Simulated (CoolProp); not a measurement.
CF4 (R14) at 240.79 K and 3.41 MPa flows at 0.21 m/s in a round tube of 2 mm bore and 0.25 µm roughness, fully developed (64/Re and Nu = 3.66 if laminar; Colebrook and Gnielinski if turbulent). Each further row changes one setting.

Model: reference Helmholtz-energy equation of state, Platzer 1990, in CoolProp. This equation is an older, rougher fit; its heat capacities, sound speeds and derivatives of the liquid may be far off and weren't checked against measurements.

| case | Reynolds number | Darcy friction factor | pressure drop (Pa/m) | heat-transfer coefficient (W/(m² K)) | mass flow (kg/h) |
|---|---|---|---|---|---|
| as stated | 4980 | 0.0376 | 90.8 | 160 | 0.521 |
| velocity 0.42 m/s | 9960 | 0.0311 | 301 | 301 | 1.04 |
| diameter 4 mm | 9960 | 0.0310 | 37.5 | 150 | 2.08 |

Viscosity comes from a separate model (Huber 2003), an estimate that may be off by 10 % or more. Thermal conductivity comes from a separate model (Huber 2003), an estimate that may be off by 10 % or more.
